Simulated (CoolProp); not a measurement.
A simple Rankine cycle with R1336mzz(Z): condensing at 333.15 K, boiler at 2.46 MPa, turbine inlet 450.2 K, turbine efficiency 0.9, pump efficiency 0.6, no recuperator. Each further row changes one setting.

Values from CoolProp's reference Helmholtz-energy equation of state, McLinden 2020.

```json
[
 {"case": "as stated", "thermal efficiency (%)": "13.9", "net work (kJ/kg)": "…", "heat in (kJ/kg)": "236", "turbine exit temperature (K)": "385.1", "volume ratio over the turbine": "…"},
 {"case": "turbine inlet 470.2 K", "thermal efficiency (%)": "13.9", "net work (kJ/kg)": "…", "heat in (kJ/kg)": "…", "turbine exit temperature (K)": "409.2", "volume ratio over the turbine": "11.9"},
 {"case": "condensing temperature 325.15 K", "thermal efficiency (%)": "15.0", "net work (kJ/kg)": "37.0", "heat in (kJ/kg)": "246", "turbine exit temperature (K)": "380.2", "volume ratio over the turbine": "16.9"},
 {"case": "boiler pressure 1.72 MPa", "thermal efficiency (%)": "12.4", "net work (kJ/kg)": "31.2", "heat in (kJ/kg)": "251", "turbine exit temperature (K)": "401.6", "volume ratio over the turbine": "7.85"},
 {"case": "turbine efficiency 0.8", "thermal efficiency (%)": "12.3", "net work (kJ/kg)": "28.9", "heat in (kJ/kg)": "236", "turbine exit temperature (K)": "389.0", "volume ratio over the turbine": "13.4"}
]
```

Question: Fill in the missing entries.

Answer: 
- as stated, net work (kJ/kg): 32.9
- as stated, volume ratio over the turbine: 13.2
- turbine inlet 470.2 K, net work (kJ/kg): 36.7
- turbine inlet 470.2 K, heat in (kJ/kg): 265
